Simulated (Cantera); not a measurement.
Thermodynamics of carbothermic reduction, feed SiO2 + CH4 + CO + C

Input: 1 mol SiO2, 0.52 mol CH4, 1.3 mol CO, 5 mol C, equilibrated at 1600 K and 0.540 bar.

Equilibrium computed with Cantera from the NASA thermochemical tables; the gas is ideal and each condensed phase is pure. Candidate condensed phases: C, C6H6, C7H8, C8H18, H2O, Si, SiC, SiO2; 123 gas species. The tables hold silica as quartz up to 1696 K and as liquid above; real silica turns to tridymite and cristobalite and melts near 1996 K. Rates play no part.

x(CO): 0.555
x(H2): 0.444
x(SiO): 0.000181
x(CH4): 0.000174
x(H2O): 0.000116
x(H): 4.93e-5
x(CO2): 4.85e-5
x(C2H2 (acetylene)): 1.22e-5
n(C(graphite)): 5.52 mol
n(SiO2(β-quartz)): 1.000 mol
gas amount: 2.340 mol
log10 activity of Si(s) (absent): -2.93
